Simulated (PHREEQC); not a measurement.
Dissolve 4 mmol/kgw MgSO4, 0.033 mmol/kgw KCl and 0.33 mmol/kgw H4SiO4 at 60 °C. Closed to the air; pH follows from the charge balance.

Computed with PHREEQC (ion-association model, phreeqc.dat).

No solid was allowed to form.

Question: What pH, specific conductance does the model give?

Answer: pH 6.31; specific conductance 1120 µS/cm.

Question: In which forms is S present?

Answer: SO4-2 64 %, MgSO4 36 % of the S.

At this temperature some constants are extrapolated from 25 °C, and those without enthalpy data are left unchanged.
